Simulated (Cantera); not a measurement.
Cantera run, input and output.

```python
import numpy as np
import cantera as ct

gas = ct.Solution("h2o2.yaml")
gas.TPX = 448, 210000, {'H2': 1, 'O2': 0.263, 'N2': 0.989, 'H2O': 0.029}
flame = ct.FreeFlame(gas, width=0.024)
flame.set_refine_criteria(ratio=3, slope=0.08, curve=0.16)
flame.transport_model = "mixture-averaged"
flame.solve(loglevel=0, auto=True)
z, T = flame.grid, flame.T
thick = (T[-1] - T[0]) / np.gradient(T, z).max()
show = ['H2', 'O2', 'HO2', 'H2O', 'H2O2', 'O']
print(f"laminar burning velocity  {flame.velocity[0] * 100:.3f} cm/s")
print(f"burnt temperature         {T[-1]:.1f} K")
print(f"thermal thickness         {thick * 1e3:.4f} mm")
print(f"grid points               {len(z)}")
z0 = z[flame.heat_release_rate.argmax()]
print(f"{'z/mm':>9s}{'T/K':>9s}{'u/(m/s)':>9s}" + "".join(f"{s:>11s}" for s in show))
rows = []
for k in (-3, -2, -1.5, -1, -0.5, -0.25, 0, 0.25, 0.5, 1, 2, 4, 8):
    zz = z0 + k * thick
    rows.append([k * thick, np.interp(zz, z, T), np.interp(zz, z, flame.velocity),
                 *(np.interp(zz, z, flame.X[gas.species_index(s)]) for s in show)])
    print(f"{rows[-1][0] * 1e3:9.3f}{rows[-1][1]:9.1f}{rows[-1][2]:9.3f}" + "".join(f"{x:11.3e}" for x in rows[-1][3:]))
```

Output:

```
laminar burning velocity  561.007 cm/s
burnt temperature         2176.0 K
thermal thickness         0.1470 mm
grid points               118
     z/mm      T/K  u/(m/s)         H2         O2        HO2        H2O       H2O2          O
   -0.441    448.0    5.610  4.384e-01  1.153e-01  2.360e-12  1.271e-02  5.011e-14  2.459e-13
   -0.294    448.0    5.610  4.384e-01  1.153e-01  4.431e-10  1.271e-02  1.027e-11  3.181e-11
   -0.221    448.0    5.610  4.384e-01  1.153e-01  5.025e-09  1.271e-02  1.198e-10  2.970e-10
   -0.147    448.3    5.612  4.382e-01  1.153e-01  4.701e-07  1.272e-02  1.170e-08  1.406e-08
   -0.074    479.8    5.948  4.316e-01  1.161e-01  2.898e-04  1.372e-02  1.136e-05  5.047e-06
   -0.037    755.0    9.080  3.972e-01  1.098e-01  4.522e-04  3.595e-02  6.151e-05  2.001e-04
    0.000   1173.5   13.709  3.242e-01  8.190e-02  1.765e-04  1.015e-01  1.300e-05  1.730e-03
    0.037   1474.5   17.049  2.471e-01  3.694e-02  6.944e-05  1.883e-01  2.433e-06  3.090e-03
    0.074   1628.9   18.751  2.099e-01  1.152e-02  2.079e-05  2.370e-01  1.283e-06  2.205e-03
    0.147   1758.1   20.106  2.005e-01  1.510e-03  2.656e-06  2.581e-01  6.902e-07  1.177e-03
    0.294   1872.0   21.245  2.073e-01  4.382e-04  8.365e-07  2.627e-01  3.752e-07  7.552e-04
    0.588   1974.4   22.238  2.150e-01  2.313e-04  4.650e-07  2.662e-01  1.915e-07  4.213e-04
    1.176   2056.6   23.016  2.213e-01  1.052e-04  2.305e-07  2.693e-01  9.288e-08  1.948e-04
```

Computed with Cantera and the H2/O2 subset of GRI-Mech 3.0, which has no nitrogen chemistry. The hydrogen kinetics of GRI-Mech 3.0 are dated; newer H2 mechanisms differ, most at raised pressure. Burning velocities carry a grid error of a few per cent, more on coarse grids.
